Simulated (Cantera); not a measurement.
An isothermal, constant-pressure homogeneous reactor starts with 0.901 % C₂H₆, 99.1 % N₂, at 1875 K and 1.00 bar.

Cantera simulation using GRI-Mech 3.0 (53 species, 325 reactions); the numbers are that mechanism's predictions, not measurements. GRI-Mech 3.0 stops at C3 and has no aromatics, soot or wall deposition, so with more carbon than oxygen in the feed, carbon stays in small species such as C2H2 where larger ones or solid carbon would form.

One state of this run: x C₂H₆ = 2.73e-7; x H₂ = 0.0165; x HCN = 5.12e-5; x H = 7.97e-5; x CH₃ = 7.20e-5. x: mole fraction; the columns are a selection and need not sum to one.

**Question.** Which value of t (s) does it belong to?
(A) 3.21e-5
(B) 0.0330
(C) 0.00583
(D) 1.00e-6

**Answer.** C, 0.00583
